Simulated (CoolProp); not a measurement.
Properties of hydrogen chloride along the isobar 10.7 MPa (Tc = 324.7 K, pc = 8.314 MPa, ω = 0.130).

Values from CoolProp's reference Helmholtz-energy equation of state, Thol 2018.

```json
[
 {"T (K)": "266.4", "phase": "liquid", "density (kg/m³)": "987.0", "isothermal compressibility (1/MPa)": "0.003389"},
 {"T (K)": "287.6", "phase": "liquid", "density (kg/m³)": "910.3", "isothermal compressibility (1/MPa)": "0.005724"},
 {"T (K)": "308.9", "phase": "liquid", "density (kg/m³)": "810.1", "isothermal compressibility (1/MPa)": "0.01261"},
 {"T (K)": "330.1", "phase": "supercritical", "density (kg/m³)": "630.8", "isothermal compressibility (1/MPa)": "0.07547"},
 {"T (K)": "351.3", "phase": "supercritical", "density (kg/m³)": "259.0", "isothermal compressibility (1/MPa)": "0.2202"},
 {"T (K)": "372.6", "phase": "supercritical", "density (kg/m³)": "192.9", "isothermal compressibility (1/MPa)": "0.1485"},
 {"T (K)": "393.8", "phase": "supercritical", "density (kg/m³)": "163.3", "isothermal compressibility (1/MPa)": "0.1278"},
 {"T (K)": "415.1", "phase": "supercritical", "density (kg/m³)": "144.5", "isothermal compressibility (1/MPa)": "0.1176"},
 {"T (K)": "436.3", "phase": "supercritical", "density (kg/m³)": "(withheld)", "isothermal compressibility (1/MPa)": "0.1116"},
 {"T (K)": "457.6", "phase": "supercritical", "density (kg/m³)": "120.5", "isothermal compressibility (1/MPa)": "0.1076"},
 {"T (K)": "478.8", "phase": "supercritical", "density (kg/m³)": "(withheld)", "isothermal compressibility (1/MPa)": "0.1047"},
 {"T (K)": "500", "phase": "supercritical", "density (kg/m³)": "105.0", "isothermal compressibility (1/MPa)": "(withheld)"},
 {"T (K)": "521.3", "phase": "supercritical", "density (kg/m³)": "98.95", "isothermal compressibility (1/MPa)": "(withheld)"},
 {"T (K)": "542.5", "phase": "supercritical", "density (kg/m³)": "93.70", "isothermal compressibility (1/MPa)": "0.09964"},
 {"T (K)": "563.8", "phase": "supercritical", "density (kg/m³)": "89.05", "isothermal compressibility (1/MPa)": "0.09857"},
 {"T (K)": "585", "phase": "supercritical", "density (kg/m³)": "84.94", "isothermal compressibility (1/MPa)": "0.09769"}
]
```

Question: Complete the blanks.

Answer: 
- 436.3, density (kg/m³): 131.0
- 478.8, density (kg/m³): 112.1
- 500, isothermal compressibility (1/MPa): 0.1026
- 521.3, isothermal compressibility (1/MPa): 0.1010
